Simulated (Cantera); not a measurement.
Charge: 1 mol BN, 0.41 mol H2O, 0.54 mol H2, equilibrated at 1.30 mbar.

Cantera equilibrium calculation (NASA polynomials, part measured and part estimated; ideal gas, pure solids and liquids). Candidate condensed phases: B, BN, B2O3, B3O3H3, H2O; 39 gas species. Mutual solubility and eutectic melting of coexisting phases are not modelled. The numbers say what is thermodynamically allowed, not how fast it happens.

Question: At 1275 K, list the 6 most abundant gas species with their mole fractions, and the condensed phases.

Answer: H2 0.873, N2 0.125, HBO2 0.00127, H2O 0.000411, HBO 0.000285, B2O3 7.07e-5. Condensed: BN(s) + B2O3(l).
